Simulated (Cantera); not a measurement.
A freely propagating, adiabatic, planar premixed flame of CH₄ : O₂ : N₂ = 1 : 1.43 : 5.37 (molar parts), equivalence ratio 1.4, unburnt at 498 K and 143 Torr; mixture-averaged transport, grid criteria slope 0.08 and curve 0.16, no radiation.

Detailed kinetics in Cantera: GRI-Mech 3.0 (53 species, 325 reactions). Burning velocities carry a grid error of a few per cent, more on coarse grids.

**Question.** How do the results move with these cheaper or finer settings: unity-Lewis-number transport; multicomponent transport; multicomponent+Soret transport; grid criteria slope 0.5, curve 1; grid criteria slope 0.25, curve 0.5; grid criteria slope 0.03, curve 0.06?

**Answer.** 
```json
[
 {"setting": "as above", "laminar burning velocity": "78.7 cm/s", "thermal thickness": "2.02 mm", "peak x(OH)": "0.00332", "peak x(C₂H₄)": "0.00150", "grid points": "157"},
 {"setting": "unity-Lewis-number transport", "laminar burning velocity": "48.5 cm/s", "thermal thickness": "2.74 mm", "peak x(OH)": "0.00410", "peak x(C₂H₄)": "0.00110", "grid points": "139"},
 {"setting": "multicomponent transport", "laminar burning velocity": "78.4 cm/s", "thermal thickness": "2.05 mm", "peak x(OH)": "0.00331", "peak x(C₂H₄)": "0.00153", "grid points": "158"},
 {"setting": "multicomponent+Soret transport", "laminar burning velocity": "78.7 cm/s", "thermal thickness": "2.01 mm", "peak x(OH)": "0.00344", "peak x(C₂H₄)": "0.00148", "grid points": "159"},
 {"setting": "grid criteria slope 0.5, curve 1", "laminar burning velocity": "85.6 cm/s", "thermal thickness": "2.22 mm", "peak x(OH)": "0.00359", "peak x(C₂H₄)": "0.00150", "grid points": "44"},
 {"setting": "grid criteria slope 0.25, curve 0.5", "laminar burning velocity": "80.7 cm/s", "thermal thickness": "2.11 mm", "peak x(OH)": "0.00340", "peak x(C₂H₄)": "0.00150", "grid points": "69"},
 {"setting": "grid criteria slope 0.03, curve 0.06", "laminar burning velocity": "77.7 cm/s", "thermal thickness": "2.01 mm", "peak x(OH)": "0.00329", "peak x(C₂H₄)": "0.00150", "grid points": "355"}
]
```
The base run took roughly 10 core-seconds.
Unity Lewis numbers drop preferential diffusion, which matters most where H2 and H carry the flame; Soret adds thermal diffusion.
